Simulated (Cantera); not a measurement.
A closed system holds: 1 mol Si, 2.7 mol NF3, 10 mol N2, equilibrated at 1.00 Torr.

Method: chemical equilibrium by Gibbs-energy minimisation in Cantera with the NASA 1993 tables (ideal gas, pure condensed phases). Candidate condensed phases: Si, Si3N4; 16 gas species. The numbers say what is thermodynamically allowed, not how fast it happens.

log p: log10 of the partial pressure in bar; nothing condenses.

```tsv
T (K)	log p N2	log p F	log p F2	log p SiF4
773	-2.99	-4.18	-3.83	-4.04
823	-3.00	-3.90	-3.93	-4.05
873	-3.01	…	…	-4.07
923	-3.02	-3.58	-4.42	-4.08
973	-3.03	-3.52	-4.78	-4.09
1023	-3.03	-3.49	…	-4.09
1073	-3.04	-3.49	-5.54	-4.09
1123	-3.04	-3.48	-5.89	-4.09
1173	-3.04	-3.48	-6.22	-4.09
1223	-3.04	-3.48	-6.52	-4.09
1273	-3.04	-3.48	-6.79	-4.09
```

Problem. Some entries are withheld; supply them.

Solution. 
- 873, log p F: -3.70
- 873, log p F2: -4.13
- 1023, log p F2: -5.17
